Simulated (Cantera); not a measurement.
Mixture: 14.4 % CH4, 16.0 % O2, 60.3 % N2, 9.24 % CO2, at 1580 Torr, adiabatic and at constant pressure. Ignition delay is the time to a rise of 400 K.

Model: GRI-Mech 3.0 (53 species, 325 reactions), integrated in Cantera.

Q: At T0 = 1375 K, what is the delay, and which 7 reactions control it most (d ln τ / d ln k, from doubling and halving each rate constant)?

A: The delay is 4.22 ms.
| reaction | d ln τ / d ln k | faster rate |
|---|---|---|
| 2 CH3 (+M) <=> C2H6 (+M) | 0.48 | lengthens it |
| CH3 + O2 <=> CH3O + O | -0.38 | shortens it |
| CH3 + O2 <=> CH2O + OH | -0.31 | shortens it |
| H + O2 <=> O + OH | -0.27 | shortens it |
| CH2O + O2 <=> HCO + HO2 | -0.24 | shortens it |
| CH4 + H <=> CH3 + H2 | 0.22 | lengthens it |
| CH3 + HO2 <=> CH3O + OH | -0.19 | shortens it |
